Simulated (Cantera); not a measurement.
# Silicon nitride deposition: Si2Cl6 + N2

Feed: 1 mol Si2Cl6, a varied amount of N2, equilibrated at 100 Torr.

Method: chemical equilibrium by Gibbs-energy minimisation in Cantera with the NASA 1993 tables (ideal gas, pure condensed phases). Candidate condensed phases: Si, Si3N4; 13 gas species. The feed counts by its element totals alone. The tables' values for SiCl3 are old estimates. Kinetics and transport are ignored.

Stable condensed phases:

```
T in K \ n(N2) in mol
         1.6 2.5 3.7 5.6 8.4  13  19  28  43  64
   2023    A   A   A   A   A   A   A   A   A   A
   1973    A   A   A   A   A   A   A   A   A   A
   1923    A   A   A   A   A   A   A   A   A   A
   1873    A   A   A   A   A   A   A   A   A   A
   1823    A   A   A   A   A   A   A   A   A   A
   1773    A   A   A   A   A   A   A   A   A   A
   1723    A   A   A   A   A   A   A   A   A   A
   1673    A   A   A   A   A   A   A   A   A   A
   1623    A   A   A   A   A   A   A   A   A   A
   1573    B   B   B   B   B   A   A   A   A   A
   1523    B   B   B   B   B   B   B   B   B   A
```

A: gas only; B: Si3N4.
